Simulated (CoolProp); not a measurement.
Isohexane at 308.29 K and 0.323 MPa is throttled through a valve to 0.0498 MPa with no heat exchange. Each further row changes one setting.

Computed with CoolProp (reference Helmholtz-energy equation of state, Lemmon 2006). It is a short technical equation, of lower accuracy than the large ones.

```
case                        temperature change (K)  final phase  final density (kg/m³)
--------------------------  ----------------------  -----------  ---------------------
as stated                                     +0.1       liquid                    639
outlet pressure 0.0149 MPa              (withheld)   (withheld)             (withheld)
outlet pressure 0.0647 MPa                    +0.1       liquid                    639
```

Q: Some entries are withheld; supply them.

A: 
- outlet pressure 0.0149 MPa, temperature change (K): -24.7
- outlet pressure 0.0149 MPa, final phase: two-phase, vapour fraction 0.155
- outlet pressure 0.0149 MPa, final density (kg/m³): 3.54
